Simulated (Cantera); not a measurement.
**Catalytic stagnation flow on Pt**

A jet of H2 : O2 : N2 = 0.013 : 0.11 : 0.79 (molar parts), equivalence ratio 0.059 at 300 K and 64.5 Torr hits a platinum plate 2.6 cm away at a mass flux of 0.047 kg/m²/s; the plate temperature is set and raised in steps from an oxygen-covered start.

Computed with Cantera and Deutschmann's 1995 Pt surface mechanism with GRI-Mech 3.0 gas chemistry. Catalytic surfaces can have several steady states; this one follows from the mechanism file's or the stated starting coverage.

```tsv
plate T (K)	wall x H2	wall x O2	wall x H2O	wall x OH	θ free Pt	θ O*	θ OH*
700	0.00221	0.108	0.0228	<1e-8	0.0454	0.953	0.00183
750	0.00172	0.107	0.0236	<1e-8	0.0629	0.936	0.00157
800	0.00121	0.107	0.0244	<1e-8	0.0972	0.901	0.00146
850	0.000853	0.107	0.0250	1.11e-8	0.146	0.853	0.00137
900	0.000640	0.106	0.0253	3.48e-8	0.204	0.795	0.00125
950	0.000511	0.106	0.0254	9.45e-8	0.268	0.731	0.00113
```
x: mole fraction at the wall; θ: surface coverage.
